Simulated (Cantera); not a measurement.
A perfectly stirred reactor is fed with H2 : O2 : N2 = 0.68 : 1 : 1.6 (molar parts), equivalence ratio 0.34, at 0.300 bar; it is held at 1000 K, and followed from long to short residence time.

Cantera simulation using GRI-Mech 3.0 (53 species, 325 reactions); the numbers are that mechanism's predictions, not measurements. The temperature is held fixed by assumption; the heat of reaction is taken as removed at once.

Task: What does this change do: pressure from 0.300 bar to 0.810 bar?

Result: 
```json
[
 {"quantity": "x(H2) at τ = 18.0 s", "before": "0.000754", "after": "0.00173"},
 {"quantity": "x(O2) at τ = 18.0 s", "before": "0.225", "after": "0.225"},
 {"quantity": "x(OH) at τ = 18.0 s", "before": "3.55e-6", "after": "5.61e-7"},
 {"quantity": "x(NO) at τ = 18.0 s", "before": "3.43e-9", "after": "4.62e-10"},
 {"quantity": "x(HO2) at τ = 18.0 s", "before": "1.40e-5", "after": "1.67e-5"},
 {"quantity": "x(H2) at τ = 96.0 ms", "before": "0.00790", "after": "0.0637"},
 {"quantity": "x(O2) at τ = 96.0 ms", "before": "0.227", "after": "0.249"},
 {"quantity": "x(OH) at τ = 96.0 ms", "before": "5.85e-5", "after": "1.90e-6"},
 {"quantity": "x(NO) at τ = 96.0 ms", "before": "6.74e-9", "after": "1.15e-10"},
 {"quantity": "x(HO2) at τ = 96.0 ms", "before": "7.06e-5", "after": "0.000147"}
]
```

Task: What does this change do: pressure from 0.300 bar to 0.140 bar?

Result: 
```tsv
quantity	before	after
x(H2) at τ = 18.0 s	0.000754	0.000182
x(O2) at τ = 18.0 s	0.225	0.225
x(OH) at τ = 18.0 s	3.55e-6	3.31e-5
x(NO) at τ = 18.0 s	3.43e-9	1.40e-8
x(HO2) at τ = 18.0 s	1.40e-5	4.56e-6
x(H2) at τ = 96.0 ms	0.00790	0.00431
x(O2) at τ = 96.0 ms	0.227	0.226
x(OH) at τ = 96.0 ms	5.85e-5	0.000242
x(NO) at τ = 96.0 ms	6.74e-9	2.74e-8
x(HO2) at τ = 96.0 ms	7.06e-5	3.60e-5
```
Radical loss at walls, strong at low pressure, is not modelled.
